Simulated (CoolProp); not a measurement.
R1233zd(E) along the isotherm 176.85 °C: Z from the reference equation and from simpler models built on Tc = 165.7 °C, pc = 3583 kPa, ω = 0.304; each cubic takes its own stable root.

Model: reference Helmholtz-energy equation of state, Akasaka 2022, in CoolProp.

```
p (kPa)          phase  reference
-------  -------------  ---------
113                gas     0.9896
191                gas     0.9824
323                gas     0.9700
545                gas     0.9488
919                gas     0.9117
1550               gas     0.8446
2620               gas     0.7108
4420     supercritical     0.2739
7450     supercritical     0.3203
12600    supercritical     0.4838
21200    supercritical     0.7473
35800    supercritical      1.168
```

Problem. How far does each simpler model (Redlich-Kwong, Peng-Robinson) lie from the reference over these 12 states: mean and median of the absolute difference, and the worst?

Solution. 
- Redlich-Kwong: mean 4.7 %, median 0.7 %, worst +16.0 % at 176.85 °C and 7450 kPa
- Peng-Robinson: mean 2.8 %, median 1.1 %, worst +15.1 % at 176.85 °C and 4420 kPa
